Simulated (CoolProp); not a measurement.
The fluid at 483.99 K and 2.9 MPa is throttled through a valve to 0.14 MPa with no heat exchange. The same conditions are run with several fluids, on thermodynamics alone (safety and materials aside).

Model: reference Helmholtz-energy equation of state of each fluid (R22: Kamei 1995; R143a: Lemmon and Jacobsen 2000; R123: Younglove 1994; R404A: Lemmon 2003; CF4 (R14): Platzer 1990), in CoolProp. The equations of Platzer and Polt are older, rougher fits. Blends and air are pseudo-pure fits.

Q: Rank R22, R143a, R123, R404A, CF4 (R14) by temperature change (K), highest first.

A: CF4 (R14) (-4.8), R404A (-11.7), R143a (-12.8), R22 (-16.4), R123 (-30.0)

| fluid | final density (kg/m³) |
|---|---|
| R22 | 3.13 |
| R143a | 3.02 |
| R123 | 5.75 |
| R404A | 3.49 |
| CF4 (R14) | 3.09 |
